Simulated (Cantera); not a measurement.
A freely propagating, adiabatic, planar premixed flame of 4.78 % CH₄, 0.320 % C₂H₆, 0.813 % C₃H₈, 22.3 % O₂, 71.7 % N₂, unburnt at 625 K and 190000 Pa; unity-Lewis-number transport, grid criteria slope 0.08 and curve 0.16, no radiation.

Cantera simulation using GRI-Mech 3.0 (53 species, 325 reactions); the numbers are that mechanism's predictions, not measurements. GRI-Mech 3.0 was tuned for natural gas; its chemistry of propane as a main component is partial and can be far from experiment. Unity Lewis numbers drop preferential diffusion, which matters most where H2 and H carry the flame. Burning velocities carry a grid error of a few per cent, more on coarse grids.

x: mole fraction of selected species; z is measured from the peak of heat release.

```json
[
 {"z (mm)": "-0.592", "T (K)": "626", "u (m/s)": "0.901", "x CH₄": "0.0478", "x C₂H₆": "0.00320", "x C₃H₈": "0.00813", "x H₂O": "6.02e-5", "x CH₂O": "1.86e-6", "x CO": "1.94e-5"},
 {"z (mm)": "-0.394", "T (K)": "631", "u (m/s)": "0.909", "x CH₄": "0.0476", "x C₂H₆": "0.00319", "x C₃H₈": "0.00807", "x H₂O": "(withheld)", "x CH₂O": "(withheld)", "x CO": "(withheld)"},
 {"z (mm)": "-0.296", "T (K)": "646", "u (m/s)": "0.931", "x CH₄": "0.0470", "x C₂H₆": "0.00315", "x C₃H₈": "0.00794", "x H₂O": "(withheld)", "x CH₂O": "(withheld)", "x CO": "(withheld)"},
 {"z (mm)": "-0.197", "T (K)": "714", "u (m/s)": "1.03", "x CH₄": "0.0443", "x C₂H₆": "0.00297", "x C₃H₈": "0.00733", "x H₂O": "0.00868", "x CH₂O": "0.000253", "x CO": "0.00281"},
 {"z (mm)": "-0.0986", "T (K)": "1023", "u (m/s)": "1.49", "x CH₄": "0.0317", "x C₂H₆": "0.00213", "x C₃H₈": "0.00450", "x H₂O": "0.0399", "x CH₂O": "0.000922", "x CO": "0.0130"},
 {"z (mm)": "-0.0493", "T (K)": "1351", "u (m/s)": "1.99", "x CH₄": "0.0178", "x C₂H₆": "0.00106", "x C₃H₈": "0.00171", "x H₂O": "0.0742", "x CH₂O": "0.00111", "x CO": "0.0242"},
 {"z (mm)": "0", "T (K)": "1700", "u (m/s)": "2.53", "x CH₄": "0.00390", "x C₂H₆": "7.73e-5", "x C₃H₈": "8.00e-5", "x H₂O": "0.110", "x CH₂O": "0.000546", "x CO": "0.0339"},
 {"z (mm)": "0.0493", "T (K)": "1849", "u (m/s)": "2.75", "x CH₄": "0.000231", "x C₂H₆": "3.01e-7", "x C₃H₈": "1.83e-7", "x H₂O": "0.122", "x CH₂O": "5.58e-5", "x CO": "0.0291"},
 {"z (mm)": "0.0986", "T (K)": "1912", "u (m/s)": "2.84", "x CH₄": "8.66e-6", "x C₂H₆": "<1e-8", "x C₃H₈": "<1e-8", "x H₂O": "0.124", "x CH₂O": "2.50e-6", "x CO": "0.0216"},
 {"z (mm)": "0.197", "T (K)": "1991", "u (m/s)": "2.94", "x CH₄": "2.29e-8", "x C₂H₆": "<1e-8", "x C₃H₈": "<1e-8", "x H₂O": "0.126", "x CH₂O": "<1e-8", "x CO": "0.0133"},
 {"z (mm)": "0.394", "T (K)": "2069", "u (m/s)": "3.03", "x CH₄": "<1e-8", "x C₂H₆": "<1e-8", "x C₃H₈": "<1e-8", "x H₂O": "0.129", "x CH₂O": "<1e-8", "x CO": "0.00719"},
 {"z (mm)": "0.789", "T (K)": "2125", "u (m/s)": "3.10", "x CH₄": "<1e-8", "x C₂H₆": "<1e-8", "x C₃H₈": "<1e-8", "x H₂O": "0.132", "x CH₂O": "<1e-8", "x CO": "0.00349"},
 {"z (mm)": "1.58", "T (K)": "2153", "u (m/s)": "3.14", "x CH₄": "<1e-8", "x C₂H₆": "<1e-8", "x C₃H₈": "<1e-8", "x H₂O": "0.134", "x CH₂O": "<1e-8", "x CO": "0.00166"}
]
```

### Question
Fill in the missing entries.

### Answer

- -0.394, x H₂O: 0.000619
- -0.394, x CH₂O: 1.91e-5
- -0.394, x CO: 0.000200
- -0.296, x H₂O: 0.00202
- -0.296, x CH₂O: 6.15e-5
- -0.296, x CO: 0.000653
